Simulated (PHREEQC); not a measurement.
Model water analysis in mg/L, 20 °C, pH 4.13, pe 9.8: Na 179; K 171; Ca 268; Mg 403; Cl 522; S(6) as SO4 2090; Mn(2) 7.65; Pb 143.

Valence states are taken as typed.

All values are PHREEQC results (ion-association model, wateq4f.dat), not measurements.

The ionic strength comes out as 0.0726 mol/kgw. What activity coefficients do SO4-2, NaSO4-, MnCl+, Pb+2, PbCl+ get?

SO4-2 0.42, NaSO4- 0.81, MnCl+ 0.80, Pb+2 0.41, PbCl+ 0.80.

Precipitation was switched off in this run. Saturation is exceeded, for instance for Anglesite; the values hold only as long as no solid forms. Species that the database lacks are ignored.
